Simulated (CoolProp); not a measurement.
Vapour-liquid equilibrium of CH2F2 (R32) (1) + R134a (2) at 38.85 °C; x and y are mole fractions of (1).

Model: multi-fluid Helmholtz-energy mixture model, Tillner-Roth 1997 and Tillner-Roth 1994; pair parameters Lemmon 2004, in CoolProp.

```tsv
x	bubble pressure (kPa)	y at the bubble point	dew pressure at overall composition x (kPa)	liquid density (mol/L)
0.05	1051	0.095	1019	11.48
0.125	1150	0.220	1073	11.79
0.2	1249	0.328	1133	12.11
0.275	1348	0.422	1198	12.46
0.35	1449	0.506	1271	12.82
0.425	1550	0.582	1351	13.21
0.5	1654	0.650	1441	13.62
0.575	1759	0.713	1541	14.06
0.65	1867	0.772	1654	14.53
0.725	1977	0.826	1780	15.04
0.8	2091	0.877	1923	15.58
0.875	2207	0.925	2086	16.17
0.95	2328	0.971	2271	16.82
```

No azeotrope shows between x = 0.05 and 0.95.

The pair parameters rest on a limited set of measurements; away from them the model extrapolates.
